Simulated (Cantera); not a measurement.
A freely propagating, adiabatic, planar premixed flame of CH4 : C2H6 : C3H8 : O2 : N2 = 1 : 0.13 : 0.64 : 5.95 : 22.4 (molar parts), equivalence ratio 0.95, unburnt at 675 K and 10.0 bar; mixture-averaged transport, grid criteria slope 0.08 and curve 0.16, no radiation.

Computed with Cantera and GRI-Mech 3.0 (53 species, 325 reactions). GRI-Mech 3.0 was tuned for natural gas; its chemistry of propane as a main component is partial and can be far from experiment. Burning velocities carry a grid error of a few per cent, more on coarse grids.

x: mole fraction of selected species; z is measured from the peak of heat release.

```json
[
 {"z (mm)": "-0.136", "T (K)": "675", "u (m/s)": "0.937", "x CH4": "0.0332", "x C2H6": "0.00431", "x C3H8": "0.0212", "x C2H": "<1e-8", "x CH2": "<1e-8", "x CO": "1.05e-5"},
 {"z (mm)": "-0.0904", "T (K)": "678", "u (m/s)": "0.943", "x CH4": "0.0330", "x C2H6": "0.00430", "x C3H8": "0.0212", "x C2H": "<1e-8", "x CH2": "<1e-8", "x CO": "0.000104"},
 {"z (mm)": "-0.0678", "T (K)": "689", "u (m/s)": "0.959", "x CH4": "0.0327", "x C2H6": "0.00429", "x C3H8": "0.0211", "x C2H": "<1e-8", "x CH2": "<1e-8", "x CO": "0.000435"},
 {"z (mm)": "-0.0452", "T (K)": "751", "u (m/s)": "1.05", "x CH4": "0.0310", "x C2H6": "0.00418", "x C3H8": "0.0207", "x C2H": "<1e-8", "x CH2": "<1e-8", "x CO": "0.00254"},
 {"z (mm)": "-0.0226", "T (K)": "1103", "u (m/s)": "1.58", "x CH4": "0.0230", "x C2H6": "___", "x C3H8": "0.0150", "x C2H": "<1e-8", "x CH2": "4.35e-8", "x CO": "0.0161"},
 {"z (mm)": "-0.0113", "T (K)": "1500", "u (m/s)": "2.18", "x CH4": "0.0142", "x C2H6": "___", "x C3H8": "0.00519", "x C2H": "3.28e-8", "x CH2": "3.60e-6", "x CO": "0.0336"},
 {"z (mm)": "0", "T (K)": "1906", "u (m/s)": "2.80", "x CH4": "0.00404", "x C2H6": "___", "x C3H8": "0.000107", "x C2H": "1.45e-6", "x CH2": "4.30e-5", "x CO": "0.0497"},
 {"z (mm)": "0.0113", "T (K)": "2106", "u (m/s)": "3.09", "x CH4": "0.000327", "x C2H6": "___", "x C3H8": "3.57e-8", "x C2H": "8.49e-7", "x CH2": "1.74e-5", "x CO": "0.0455"},
 {"z (mm)": "0.0226", "T (K)": "2193", "u (m/s)": "3.20", "x CH4": "1.34e-5", "x C2H6": "<1e-8", "x C3H8": "<1e-8", "x C2H": "4.06e-8", "x CH2": "1.11e-6", "x CO": "0.0352"},
 {"z (mm)": "0.0452", "T (K)": "2291", "u (m/s)": "3.32", "x CH4": "4.19e-8", "x C2H6": "<1e-8", "x C3H8": "<1e-8", "x C2H": "<1e-8", "x CH2": "<1e-8", "x CO": "0.0243"},
 {"z (mm)": "0.0904", "T (K)": "2382", "u (m/s)": "3.43", "x CH4": "<1e-8", "x C2H6": "<1e-8", "x C3H8": "<1e-8", "x C2H": "<1e-8", "x CH2": "<1e-8", "x CO": "0.0168"},
 {"z (mm)": "0.181", "T (K)": "2444", "u (m/s)": "3.50", "x CH4": "<1e-8", "x C2H6": "<1e-8", "x C3H8": "<1e-8", "x C2H": "<1e-8", "x CH2": "<1e-8", "x CO": "0.0120"},
 {"z (mm)": "0.361", "T (K)": "2472", "u (m/s)": "3.54", "x CH4": "<1e-8", "x C2H6": "<1e-8", "x C3H8": "<1e-8", "x C2H": "<1e-8", "x CH2": "<1e-8", "x CO": "0.00947"}
]
```

Task: Complete the blanks.

Result: 
- -0.0226, x C2H6: 0.00332
- -0.0113, x C2H6: 0.00178
- 0, x C2H6: 0.000130
- 0.0113, x C2H6: 4.27e-7
